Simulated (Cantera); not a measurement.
Charge: 1 mol TiO2, 4.9 mol H2, equilibrated at 0.330 bar.

Cantera equilibrium calculation (NASA polynomials, part measured and part estimated; ideal gas, pure solids and liquids). Candidate condensed phases: H2O, Ti, TiO, TiO2, Ti2O3, Ti3O5, Ti4O7; 12 gas species. Condensed phases not in the tables: Magnéli phases beyond Ti4O7. Rates play no part.

Question: At 1775 K, list the 3 most abundant gas species with their mole fractions, and the condensed phases.

Answer: H2 0.949, H2O 0.0510, H 0.000491. Condensed: Ti4O7(s).
